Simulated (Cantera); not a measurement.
Cantera run:

```python
import numpy as np
import cantera as ct

gas_names = """
    C CN CO CO2 C2 CCN CNC C2N2 C2O C3 C3O2 C4 C4N2 C5 N NCO NO NO2 NO3 N2 N2O O O2 O3 Si SiC SiC2 SiN
    SiO SiO2 Si2 Si2C Si2N Si3
""".split()
cond_names = """
    C(gr) Si(cr) Si(L) SiC(b) SiO2(Lqz) SiO2(hqz) SiO2(L) Si2N2O(s) Si3N4(a)
""".split()


# ... load() reads the species with a 1 bar reference pressure and builds the phases ...
atoms = {
    'Si': {'Si': 1},
    'CO2': {'C': 1, 'O': 2},
    'N2': {'N': 2},
    'O2': {'O': 2},
}
top_T = {'C(gr)': 4500, 'SiC(b)': 3050, 'Si2N2O(s)': 2100, 'Si3N4(a)': 2400}  # K; cautious upper limits of use, not melting points


# ... equilibrate(T, P, feed) seeds the gas with the atoms and calls Mixture.equilibrate('TP', solver="vcs", rtol=1e-11, max_steps=5000) ...
results = []
feed = {'Si': 1, 'CO2': 1.4, 'N2': 55, 'O2': 0.041}  # mol
P = 28000  # Pa
for T in [775, 875, 975, 1075, 1175, 1275, 1375, 1475, 1575, 1675, 1775, 1875, 1975]:
    mix = equilibrate(T, P, feed)
    results.append((T, P, feed, dict(zip(mix.species_names, mix.species_moles))))

top = {s: max(r[3][s] / sum(r[3][g] for g in gas_names) for r in results) for s in gas_names}
cols = sorted((s for s in top if top[s] > 1e-05), key=lambda s: -top[s])[:5]
seen = [c for c in cond_names if any(r[3].get(c, 0) > 1e-12 for r in results)]
print("log10 of partial pressures in bar; condensed amounts in mol")
print(f"{'T/K':>10s}" + "".join(f"{s[:9]:>10s}" for s in cols + seen))
for T, P, feed, n in results:
    ng = sum(n[g] for g in gas_names)
    print(f"{T:10.4g}" + "".join(f"{np.log10(max(n[s] / ng * P / 1e5, 1e-99)):10.3f}" for s in cols)
          + "".join(f"{n.get(c, 0):10.4g}" for c in seen))
```

Output:

```
log10 of partial pressures in bar; condensed amounts in mol
       T/K        N2        CO       SiO       CO2     C(gr) SiO2(Lqz) SiO2(hqz)   SiO2(L) Si2N2O(s)
       775    -0.558    -2.656   -25.713    -2.953    0.7393         1         0         0         0
       875    -0.559    -2.391   -20.644    -3.750    0.5535         0         1         0         0
       975    -0.560    -2.358   -16.455    -4.734    0.5217         0         1         0         0
      1075    -0.560    -2.355   -13.033    -5.577    0.5185         0         1         0         0
      1175    -0.562    -2.229   -10.325    -6.026    0.2183         0    0.8001         0   0.09995
      1275    -0.564    -2.157    -8.559    -5.925         0         0    0.6545         0    0.1727
      1375    -0.564    -2.157    -7.056    -5.900         0         0    0.6545         0    0.1727
      1475    -0.564    -2.157    -5.761    -5.876         0         0    0.6544         0    0.1726
      1575    -0.564    -2.157    -4.635    -5.855         0         0    0.6529         0    0.1712
      1675    -0.564    -2.157    -3.646    -5.836         0         0    0.6393         0    0.1576
      1775    -0.566    -2.160    -2.776    -5.829         0         0         0    0.5415   0.05977
      1875    -0.568    -2.162    -2.593    -5.234         0         0         0    0.4808         0
      1975    -0.568    -2.164    -2.589    -4.542         0         0         0    0.4761         0
```

Equilibrium computed with Cantera from the NASA thermochemical tables; the gas is ideal and each condensed phase is pure. N2 is the only nitrogen source here; it is nearly inert below about 1500 K, so the nitride shown seldom forms there in practice. Mutual solubility and eutectic melting of coexisting phases are not modelled. The tables hold silica as quartz up to 1696 K and as liquid above; real silica turns to tridymite and cristobalite and melts near 1996 K.
